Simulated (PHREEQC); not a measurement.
Dissolve 0.00029 mol/kgw CaSO4, 0.0004 mol/kgw NaF and 3.75e-07 mol/kgw H4SiO4 at 79 °C. Closed to the air; pH follows from the charge balance.

Model: ion-association model, phreeqc.dat, run in PHREEQC.

Precipitation was switched off in this run.

Q: What pH, specific conductance does the model give?

A: pH 6.52; specific conductance 280 µS/cm.

Q: In which forms is S present?

A: SO4-2 95 %, CaSO4 4.5 % of the S.

Constants without temperature data keep their 25 °C values here. SiF6-2 is the database's only silicon fluoride.
